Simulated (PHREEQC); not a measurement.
PHREEQC input (ion-association model, wateq4f.dat):

```
SOLUTION_MASTER_SPECIES
  An  An-  0  An  62.0  # stands for a non-complexing anion
SOLUTION_SPECIES
  An- = An-
    -log_k 0
    -gamma 3.0 0
PHASES
  Fix_H+
    H+ = H+
    -log_k 0
SOLUTION 1
  temp 25
  units mmol/kgw
  pH 7 charge
  Cl 3.246
  Ni 1.6
  Pb 0.023
  Na 50
  An 50
END
SELECTED_OUTPUT 1
  -reset false
  -pH true
  -pe true
  -ionic_strength true
  -water true
  -totals Cl Na Ni Pb
  -molalities Hfo_wOH Hfo_wOH2+ Hfo_wO- Hfo_sOH Hfo_sOH2+ Hfo_sO- Hfo_sONi+ Hfo_wONi+ Hfo_sOPb+ Hfo_wOPb+
  -saturation_indices Pb(OH)2 Cotunnite Laurionite Ni(OH)2 Halite
USER_PUNCH 1
  -headings sigma psi
  10 PUNCH EDL("sigma", "Hfo"), EDL("psi", "Hfo")
PRINT
  -reset false
USE solution 1
SURFACE 1
  Hfo_wOH 0.0014382 600 0.64
  Hfo_sOH 3.59551e-05
EQUILIBRIUM_PHASES 1
  Fix_H+ -4 HAn 10
    -force_equality true
  O2(g) -0.68 10
END
# ... the last block is repeated for the other 12 points of pH, with NaOH or the acid as the point needs
```

Selected output (columns that matter, 13 of 13 rows; pH added in front):

```
pH	mu	Cl	Na	Ni	Pb	m_Hfo_wOH	m_Hfo_wOH2+	m_Hfo_wO-	si_Pb(OH)2	si_Cotunnite	si_Ni(OH)2	si_Halite	sigma	psi
4	0.055525	0.003246	0.05	0.0015998	8.6408e-06	0.00027845	0.0011582	1.5336e-06	-5.594	-5.8388	-5.9541	-5.5538	0.29864	0.158
4.5	0.055316	0.003246	0.05	0.0015991	2.2577e-06	0.00048514	0.00094716	5.6927e-06	-5.1765	-6.421	-4.9539	-5.5535	0.24441	0.14786
5	0.055159	0.003246	0.05	0.0015951	4.846e-07	0.00069473	0.00072729	1.5203e-05	-4.8448	-7.089	-3.9546	-5.5533	0.18701	0.13429
5.5	0.055015	0.003246	0.05	0.0015837	1.9079e-07	0.00086569	0.00053387	3.2158e-05	-4.2502	-7.4943	-2.9574	-5.5532	0.1362	0.11831
6	0.054818	0.003246	0.05	0.0015451	1.2556e-07	0.00097054	0.00036627	5.8916e-05	-3.4345	-7.6782	-1.9677	-5.5529	0.096811	0.10135
6.5	0.054484	0.003246	0.050154	0.0013969	7.4043e-08	0.00095121	0.00018424	0.0001125	-2.6724	-7.9155	-1.0108	-5.5511	0.074827	0.088905
7	0.054257	0.003246	0.050651	0.0011589	4.5256e-08	0.00072245	5.0404e-05	0.00023722	-1.9137	-8.1564	-0.0916	-5.5464	0.069649	0.08556
7.5	0.054057	0.0032459	0.05106	0.0009574	3.6282e-08	0.00039766	9.0145e-06	0.00040187	-1.0884	-8.3306	0.8252	-5.5426	0.068515	0.084864
8	0.053936	0.0032459	0.051311	0.00083683	4.3832e-08	0.00016744	1.2368e-06	0.00051932	-0.1939	-8.4358	1.7646	-5.5402	0.067343	0.084094
8.5	0.053874	0.0032459	0.051441	0.00078398	8.5058e-08	6.0152e-05	1.4418e-07	0.0005749	0.7505	-8.4913	2.7278	-5.539	0.066371	0.08343
9	0.053809	0.0032459	0.051577	0.00076714	2.3742e-07	2.067e-05	1.6372e-08	0.00059782	1.6954	-8.5462	3.6817	-5.5378	0.06477	0.0823
9.5	0.053629	0.0032459	0.052036	0.00077284	7.1588e-07	8.097e-06	2.4359e-09	0.00061659	2.5108	-8.7303	4.506	-5.5336	0.058499	0.077593
10	0.053472	0.0032459	0.052938	0.00080537	1.3245e-06	5.0168e-06	8.8322e-10	0.00065281	2.93	-9.3106	4.9285	-5.5258	0.041066	0.06178
```

Along this series the solution becomes supersaturated in solids that the run did not let form, among them Pb(OH)2, Ni(OH)2.
